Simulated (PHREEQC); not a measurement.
A solution holds 9.9 mmol/kgw H2SO4 and 22 mmol/kgw H3BO3, at 25 °C. Closed to the air; pH follows from the charge balance.

Computed with PHREEQC (ion-association model, phreeqc.dat).

Task: The ionic strength comes out as 0.0205 mol/kgw. What activity coefficients do H+, SO4-2, HSO4- get?

Result: H+ 0.89, SO4-2 0.58, HSO4- 0.87.

Precipitation was switched off in this run. Species that the database lacks are ignored.
